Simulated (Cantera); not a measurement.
Input: 1 mol TiO2, 18 mol CO, 16 mol H2, held at 0.120 bar.

Method: chemical equilibrium by Gibbs-energy minimisation in Cantera with the NASA 1993 tables (ideal gas, pure condensed phases). Candidate condensed phases: C, C6H6, C7H8, C8H18, H2O, Ti, TiC, TiO, TiO2, Ti2O3, Ti3O5, Ti4O7; 113 gas species. Rates play no part.

At 2023 K, list the 5 most abundant gas species with their mole fractions, and the condensed phases.

CO 0.526, H2 0.460, H2O 0.00785, H 0.00372, CO2 0.00193. Condensed: Ti3O5(s).
